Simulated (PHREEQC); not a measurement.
A solution holds 0.11 mol NH4Cl and 0.0078 mol K2HPO4 per kg of water, at 66 °C. Closed to the air; pH follows from the charge balance.

Computed with PHREEQC (ion-association model, wateq4f.dat).

**Question.** The ionic strength comes out as 0.126 mol/kgw. What activity coefficients do Cl-, H2PO4-, HPO4-2, K+, OH- get?

**Answer.** Cl- 0.73, H2PO4- 0.76, HPO4-2 0.32, K+ 0.73, OH- 0.73.

No solid was allowed to form. H3PO4, which wateq4f.dat lacks, is added to it with the constant of phreeqc.dat. At this temperature some constants are extrapolated from 25 °C, and those without enthalpy data are left unchanged.
